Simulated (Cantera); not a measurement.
Input: 1 mol Si, 0.72 mol Cl2, 83 mol H2, held at 1202 °C and 7.50 Torr.

Method: chemical equilibrium by Gibbs-energy minimisation in Cantera with the NASA 1993 tables (ideal gas, pure condensed phases). Candidate condensed phases: Si; 19 gas species. Rates play no part.

Base state: H2 0.983, HCl 0.0156, SiCl2 0.000781, H 0.000129 (mole fractions); condensed: Si(s).

### Question
What changes in the equilibrium state with this change: H2 from 83 to 13 mol?

### Answer
```tsv
species	before	after
H2	0.983	0.913
HCl	0.0156	0.0699
SiCl2	0.000781	0.0169
SiCl4	5.68e-8	2.65e-5
SiCl3	3.61e-6	0.000362
SiHCl3	3.38e-7	3.27e-5
Si(s), mol	0.934	0.763
```
The tables' values for SiCl3 are old estimates; treat these amounts as uncertain.
